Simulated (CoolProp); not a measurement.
The fluid at 501.68 K and 3.21 MPa is throttled through a valve to 0.416 MPa with no heat exchange. The same conditions are run with several fluids, on thermodynamics alone (safety and materials aside).

Computed with CoolProp (reference Helmholtz-energy equation of state of each fluid (nitrogen: Span 2000; methane: Setzmann 1991; hydrogen sulfide: Lemmon 2006; ammonia: Gao 2020; isobutene: Lemmon 2005)).

```json
[
 {"fluid": "nitrogen", "temperature change (K)": "-1.0", "final density (kg/m³)": "2.79"},
 {"fluid": "methane", "temperature change (K)": "___", "final density (kg/m³)": "___"},
 {"fluid": "hydrogen sulfide", "temperature change (K)": "-15.9", "final density (kg/m³)": "___"},
 {"fluid": "ammonia", "temperature change (K)": "___", "final density (kg/m³)": "1.77"},
 {"fluid": "isobutene", "temperature change (K)": "-16.4", "final density (kg/m³)": "___"}
]
```

### Question
What belongs in the gaps?

### Answer

- methane, temperature change (K): -3.3
- methane, final density (kg/m³): 1.61
- hydrogen sulfide, final density (kg/m³): 3.53
- ammonia, temperature change (K): -16.0
- isobutene, final density (kg/m³): 5.92
